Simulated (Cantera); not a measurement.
A closed system holds: 1 mol CH3F, 0.48 mol F2, equilibrated at 2400 K and 24.0 Pa.

Cantera equilibrium calculation (NASA polynomials, part measured and part estimated; ideal gas, pure solids and liquids). Candidate condensed phases: C, C6H6, C7H8, C8H18; 95 gas species. Kinetics and transport are ignored.

Base state: HF 0.684, H 0.250, H2 0.0595, F 0.00459, C2H2 (acetylene) 0.000415, C3 0.000409, C 0.000166, CF 0.000109 (mole fractions); condensed: C(graphite).

Q: What changes in the equilibrium state with this change: pressure from 24.0 Pa to 1.33 mbar?

A: 
```
species             before    after
----------------  --------  -------
HF                   0.684    0.729
H                    0.250    0.150
H2                  0.0595    0.119
C2                 3.70e-5  6.65e-6
C3                0.000409  7.36e-5
C                 0.000166  2.98e-5
C(graphite), mol     0.993    0.994
```

Q: What changes in the equilibrium state with this change: F2 from 0.48 to 0.018 mol?

A: 
```csv
species,before,after
H,0.250,0.424
HF,0.684,0.402
H2,0.0595,0.170
CF,0.000109,3.77e-5
F,0.00459,0.00159
C2H2 (acetylene),0.000415,0.00119
C2H,0.000100,0.000170
"C(graphite), mol",0.993,0.989
```
